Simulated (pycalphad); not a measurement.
All values are pycalphad results on the COST 507 light-alloy database (1999) (1 atm), not direct measurements. The data set is of 1999 and partly superseded. Amounts are mole fractions of atoms.

Give the equilibrium state of Si-1.782C (wt.%) at 1500 K.

diamond (Si), fraction 0.919, with <0.01 C wt.%; CSI, fraction 0.081, with 30.0 C wt.%.

Give the equilibrium state of Si-1.782C (wt.%) at 1750 K.

liquid, fraction 0.919, with <0.01 C wt.%; CSI, fraction 0.081, with 30.0 C wt.%.

Database names, with the compositions (at.%) that they take in these runs: CSI: Si 50 C 50.
